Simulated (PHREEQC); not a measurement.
Geothermal or formation water (model solution)

Synthetic water in mg/L, 50 °C, pH 7.41, pe 12.3:

```
constituent          mg/L
------------------  -----
Na                   1950
K                    45.7
Ca                   33.8
Mg                    130
Cl                   3130
S(6) as SO4           459
Alkalinity as HCO3   82.4
Zn                  0.741
N(5) as NO3          44.5
```

Valence states are taken as typed.

The numbers come from PHREEQC with the ion-association model, phreeqc.dat.

No solid was allowed to form.

### Question
Predict the activity of water.

### Answer
activity of water 0.958.

### Question
In which forms is S present?

### Answer
SO4-2 69 %, MgSO4 17 %, NaSO4- 12 %, CaSO4 1.4 % of the S.

Constants without temperature data keep their 25 °C values here.
